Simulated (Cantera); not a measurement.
Input: 1 mol CH₃Cl, 0.085 mol H₂, at 2348 K and 10.0 mbar.

Equilibrium computed with Cantera from the NASA thermochemical tables; the gas is ideal and each condensed phase is pure. Candidate condensed phases: C, C₆H₆, C₇H₈, C₈H₁₈; 91 gas species. Rates play no part.

Base state: H₂ 0.466, HCl 0.396, H 0.0843, Cl 0.0513, C₂H₂ (acetylene) 0.00255, C₂H 2.34e-5, C₂HCl 1.91e-5 (mole fractions); condensed: C(graphite).

Problem. What changes in the equilibrium state with this change: temperature from 2348 K to 1475 K?

Solution. 
```json
[
 {"species": "H₂", "before": "0.466", "after": "0.520"},
 {"species": "HCl", "before": "0.396", "after": "0.480"},
 {"species": "H", "before": "0.0843", "after": "9.36e-5"},
 {"species": "Cl", "before": "0.0513", "after": "6.99e-5"},
 {"species": "C₂H", "before": "2.34e-5", "after": "<1e-9"},
 {"species": "C₂HCl", "before": "1.91e-5", "after": "2.18e-9"},
 {"species": "C₂H₂ (acetylene)", "before": "0.00255", "after": "3.47e-6"},
 {"species": "C(graphite), mol", "before": "0.988", "after": "1.000"}
]
```
